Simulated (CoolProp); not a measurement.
Properties of octamethylcyclotetrasiloxane (D4) along the isobar 6640 kPa.

Values from CoolProp's reference Helmholtz-energy equation of state, Thol 2015.

```json
[
 {"T (K)": "539.8", "phase": "liquid", "cv (kJ/(kg K))": "1.909", "fugacity coefficient": "0.1377"},
 {"T (K)": "551.3", "phase": "liquid", "cv (kJ/(kg K))": "1.932", "fugacity coefficient": "0.1592"},
 {"T (K)": "562.7", "phase": "liquid", "cv (kJ/(kg K))": "1.954", "fugacity coefficient": "0.1820"},
 {"T (K)": "574.2", "phase": "liquid", "cv (kJ/(kg K))": "1.975", "fugacity coefficient": "0.2065"},
 {"T (K)": "585.6", "phase": "liquid", "cv (kJ/(kg K))": "1.996", "fugacity coefficient": "0.2320"},
 {"T (K)": "597.1", "phase": "supercritical", "cv (kJ/(kg K))": "2.017", "fugacity coefficient": "0.2588"},
 {"T (K)": "608.5", "phase": "supercritical", "cv (kJ/(kg K))": "2.036", "fugacity coefficient": "0.2862"},
 {"T (K)": "620", "phase": "supercritical", "cv (kJ/(kg K))": "2.055", "fugacity coefficient": "0.3147"}
]
```
